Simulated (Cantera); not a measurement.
What does this Cantera script print?

```python
import numpy as np
import cantera as ct

gas_names = [...]  # 113 gases of nasa_gas.yaml made of C, H, O, Pb
cond_names = """
    C(gr) C6H6(L) C7H8(L) C8H18(L),n-octa H2O(s) H2O(L) Pb(cr) Pb(L) PbO(rd) PbO(yw) PbO(L) PbO2(s)
    Pb3O4(s)
""".split()


# ... load() reads the species with a 1 bar reference pressure and builds the phases ...
atoms = {
    'Pb': {'Pb': 1},
    'CO': {'C': 1, 'O': 1},
    'H2': {'H': 2},
    'CO2': {'C': 1, 'O': 2},
}
top_T = {'C(gr)': 4500, 'Pb3O4(s)': 820}  # K; cautious upper limits of use, not melting points


# ... equilibrate(T, P, feed) seeds the gas with the atoms and calls Mixture.equilibrate('TP', solver="vcs", rtol=1e-11, max_steps=5000) ...
results = []
feed = {'Pb': 1, 'CO': 0.43, 'H2': 6.9, 'CO2': 0.04}  # mol
T = 2000  # K
P = 13332.2  # Pa
mix = equilibrate(T, P, feed)
results.append((T, P, feed, dict(zip(mix.species_names, mix.species_moles))))
print(gas.report(threshold=0.0001))
for i in range(1, mix.n_phases):
    print(f"{mix.phase(i).name:16s} {mix.phase_moles(i):12.5e} mol")
```

Output:

```
       temperature   2000 K
          pressure   13332 Pa
           density   0.022457 kg/m^3
  mean mol. weight   28.01 kg/kmol
   phase of matter   gas

                          1 kg             1 kmol
                     ---------------   ---------------
          enthalpy        2.4305e+06        6.8077e+07  J
   internal energy        1.8368e+06        5.1448e+07  J
           entropy            7777.7        2.1785e+05  J/K
    Gibbs function       -1.3125e+07       -3.6763e+08  J
 heat capacity c_p            1186.8             33242  J/K
 heat capacity c_v            889.95             24928  J/K

                      mass frac. Y      mole frac. X     chem. pot. / RT
                     ---------------   ---------------   ---------------
                CO           0.05597           0.05597           -39.248
                 H        0.00014478         0.0040232           -10.849
                H2          0.058732           0.81601           -21.699
               H2O         0.0030188         0.0046937            -49.39
                Pb           0.88186           0.11921           -16.138
     [ +108 minor]        0.00027297        8.4909e-05

C(gr)             0.00000e+00 mol
Pb(L)             0.00000e+00 mol
PbO(L)            0.00000e+00 mol
```

Method: chemical equilibrium by Gibbs-energy minimisation in Cantera with the NASA 1993 tables (ideal gas, pure condensed phases).
